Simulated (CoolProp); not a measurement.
Vapour-liquid equilibrium of cyclohexane (1) + o-xylene (2) at 89.5 kPa; x and y are mole fractions of (1).

Computed with CoolProp (multi-fluid Helmholtz-energy mixture model, Zhou 2014 and Zhou 2012; pair parameters Bell 2016).

Q: Give the bubble temperature and the first vapour's composition at x = 0.275, 0.8, 0.95. Is there an azeotrope?

A: x = 0.275: 377.8 K, y = 0.733; x = 0.8: 355.1 K, y = 0.956; x = 0.95: 351.1 K, y = 0.989. No azeotrope shows between x = 0.05 and 0.95.

Pair parameters are fitted to limited data, so mixtures are less certain than the pure fluids.
